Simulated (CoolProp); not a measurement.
Properties of n-hexane along the isotherm 326.85 °C.

The numbers come from the reference Helmholtz-energy equation of state, Thol 2019 in CoolProp.

```json
[
 {"p (kPa)": "14.4", "phase": "gas", "cp (kJ/(kg K))": "2.887", "speed of sound (m/s)": "244.5", "viscosity (µPa s)": "12.4", "conductivity (mW/(m K))": "48.8", "fugacity coefficient": "0.9991"},
 {"p (kPa)": "24.4", "phase": "gas", "cp (kJ/(kg K))": "2.887", "speed of sound (m/s)": "244.4", "viscosity (µPa s)": "12.4", "conductivity (mW/(m K))": "48.8", "fugacity coefficient": "0.9984"},
 {"p (kPa)": "41.1", "phase": "gas", "cp (kJ/(kg K))": "2.888", "speed of sound (m/s)": "244.1", "viscosity (µPa s)": "12.4", "conductivity (mW/(m K))": "48.8", "fugacity coefficient": "0.9974"},
 {"p (kPa)": "69.4", "phase": "gas", "cp (kJ/(kg K))": "2.889", "speed of sound (m/s)": "243.7", "viscosity (µPa s)": "12.4", "conductivity (mW/(m K))": "48.8", "fugacity coefficient": "0.9956"},
 {"p (kPa)": "117", "phase": "gas", "cp (kJ/(kg K))": "2.891", "speed of sound (m/s)": "243.1", "viscosity (µPa s)": "12.4", "conductivity (mW/(m K))": "48.8", "fugacity coefficient": "0.9926"},
 {"p (kPa)": "198", "phase": "gas", "cp (kJ/(kg K))": "2.895", "speed of sound (m/s)": "241.9", "viscosity (µPa s)": "12.5", "conductivity (mW/(m K))": "48.8", "fugacity coefficient": "0.9874"},
 {"p (kPa)": "334", "phase": "gas", "cp (kJ/(kg K))": "2.902", "speed of sound (m/s)": "239.9", "viscosity (µPa s)": "12.5", "conductivity (mW/(m K))": "48.8", "fugacity coefficient": "0.9788"},
 {"p (kPa)": "563", "phase": "gas", "cp (kJ/(kg K))": "2.915", "speed of sound (m/s)": "236.6", "viscosity (µPa s)": "12.7", "conductivity (mW/(m K))": "48.7", "fugacity coefficient": "0.9645"},
 {"p (kPa)": "950", "phase": "gas", "cp (kJ/(kg K))": "2.938", "speed of sound (m/s)": "230.9", "viscosity (µPa s)": "13.1", "conductivity (mW/(m K))": "48.8", "fugacity coefficient": "0.9406"},
 {"p (kPa)": "1600", "phase": "gas", "cp (kJ/(kg K))": "2.984", "speed of sound (m/s)": "221.1", "viscosity (µPa s)": "14.0", "conductivity (mW/(m K))": "49.2", "fugacity coefficient": "0.9012"},
 {"p (kPa)": "2710", "phase": "gas", "cp (kJ/(kg K))": "3.094", "speed of sound (m/s)": "204.0", "viscosity (µPa s)": "15.7", "conductivity (mW/(m K))": "50.7", "fugacity coefficient": "0.8366"},
 {"p (kPa)": "4570", "phase": "supercritical", "cp (kJ/(kg K))": "3.417", "speed of sound (m/s)": "178.5", "viscosity (µPa s)": "19.6", "conductivity (mW/(m K))": "56.6", "fugacity coefficient": "0.7359"}
]
```

Viscosity comes from a separate model (Michailidou 2013). Thermal conductivity comes from a separate model (Assael 2013).
